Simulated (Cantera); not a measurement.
A closed system holds: 1 mol acetone, 40 mol H2, 0.37 mol N2, equilibrated at 2302 °C and 0.00133 bar.

These are equilibrium values from Cantera (NASA tables, ideal gas, pure condensed phases), not measurements of a reactor. Candidate condensed phases: C, C6H6, C7H8, C8H18, H2O; 136 gas species. The feed counts by its element totals alone. Rates play no part.

### Question
What is the equilibrium state?

### Answer
- x(H): 0.586
- x(H2): 0.382
- x(CO): 0.0159
- x(C2H2 (acetylene)): 0.00562
- x(N2): 0.00387
- x(HCN): 0.00327
- x(C3): 0.00116
- x(C2H): 0.000722
- x(HNC): 0.000416
- n(C(graphite)): 0.685 mol
- gas amount: 62.96 mol
